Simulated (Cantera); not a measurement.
Feed: 1 mol Si3N4, a varied amount of HF, 0.55 mol N2, equilibrated at 0.100 bar.

Cantera equilibrium calculation (NASA polynomials, part measured and part estimated; ideal gas, pure solids and liquids). Candidate condensed phases: Si, Si3N4; 37 gas species. Mutual solubility and eutectic melting of coexisting phases are not modelled. The tables' values for SiF2, SiF3 are old estimates. Equilibrium is a limit: real reactors are often held back by kinetics, nucleation or transport.

### Question
What condenses at these points (T in °C, n(HF) in mol): (1525, 23); (725, 2.1); (1325, 5.8); (1625, 8.2); (1525, 16); (1625, 2.9); (1325, 8.2)?

### Answer
```tsv
T (°C)	n(HF) in mol	condensed phases	Si condensed (%)
1525	23	gas only	0.0
725	2.1	Si3N4	82.5
1325	5.8	Si3N4	49.5
1625	8.2	Si	7.3
1525	16	gas only	0.0
1625	2.9	Si + Si3N4	66.9
1325	8.2	Si3N4	28.5
```
